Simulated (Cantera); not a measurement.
Input: 1 mol Si, 0.11 mol NH₃, 2.2 mol H₂, 0.029 mol CO₂, at 10.0 Torr.

Cantera equilibrium calculation (NASA polynomials, part measured and part estimated; ideal gas, pure solids and liquids). Candidate condensed phases: C, C₆H₆, C₇H₈, C₈H₁₈, H₂O, Si, SiC, SiO₂, Si₂N₂O, Si₃N₄; 151 gas species. Mutual solubility and eutectic melting of coexisting phases are not modelled. The tables hold silica as quartz up to 1696 K and as liquid above; real silica turns to tridymite and cristobalite and melts near 1996 K. Gases not in the tables: Si₂H₆ and higher silanes. Kinetics and transport are ignored.

### Question
Which condensed phases are stable at each of these points (T (°C)): 1050, 1100, 1150, 1200, 1250, 1300, 1350, 1400, 1450, 1500, 1550?

### Answer
```json
[
 {"T (°C)": "1050", "condensed phases": "Si(s) + SiC(s) + SiO₂(β-quartz) + Si₂N₂O(s)", "Si condensed (%)": "99.8"},
 {"T (°C)": "1100", "condensed phases": "Si(s) + SiC(s) + Si₂N₂O(s)", "Si condensed (%)": "99.7"},
 {"T (°C)": "1150", "condensed phases": "Si(s) + SiC(s) + Si₂N₂O(s)", "Si condensed (%)": "99.7"},
 {"T (°C)": "1200", "condensed phases": "Si(s) + SiC(s) + Si₂N₂O(s)", "Si condensed (%)": "99.7"},
 {"T (°C)": "1250", "condensed phases": "Si(s) + SiC(s) + Si₂N₂O(s)", "Si condensed (%)": "99.6"},
 {"T (°C)": "1300", "condensed phases": "Si(s) + SiC(s) + Si₂N₂O(s)", "Si condensed (%)": "99.3"},
 {"T (°C)": "1350", "condensed phases": "Si(s) + SiC(s) + Si₂N₂O(s)", "Si condensed (%)": "98.5"},
 {"T (°C)": "1400", "condensed phases": "Si(s) + SiC(s) + Si₂N₂O(s)", "Si condensed (%)": "96.4"},
 {"T (°C)": "1450", "condensed phases": "Si(l) + SiC(s)", "Si condensed (%)": "94.5"},
 {"T (°C)": "1500", "condensed phases": "Si(l) + SiC(s)", "Si condensed (%)": "94.6"},
 {"T (°C)": "1550", "condensed phases": "Si(l) + SiC(s)", "Si condensed (%)": "94.7"}
]
```

At 1050 °C the condensed part is Si(s) + SiC(s) + SiO₂(β-quartz) + Si₂N₂O(s). From 1100 °C to 1400 °C the condensed part is Si(s) + SiC(s) + Si₂N₂O(s). From 1450 °C to 1550 °C the condensed part is Si(l) + SiC(s).
